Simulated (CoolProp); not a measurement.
Saturation properties of R11 (Tc = 198.0 °C, pc = 44.08 bar, ω = 0.189).

The numbers come from the reference Helmholtz-energy equation of state, Jacobsen 1992 in CoolProp.

```csv
T (°C),p (bar),vapour density (kg/m³),enthalpy of vaporisation (kJ/kg),liquid viscosity (µPa s)
-34.05,0.07285,0.5066,201.3,873
-24.45,0.1246,0.8355,198.1,763
-14.95,0.2026,1.312,194.9,674
-5.35,0.3178,1.994,191.6,600
4.15,0.4789,2.917,188.3,539
13.75,0.7021,4.161,185.0,486
23.25,0.9969,5.765,181.5,441
32.85,1.385,7.835,177.9,401
42.45,1.882,10.44,174.2,366
```

It boils at 23.7 °C under 1 atm.

Viscosity comes from a separate model (Klein 1997), an estimate that may be off by 10 % or more.
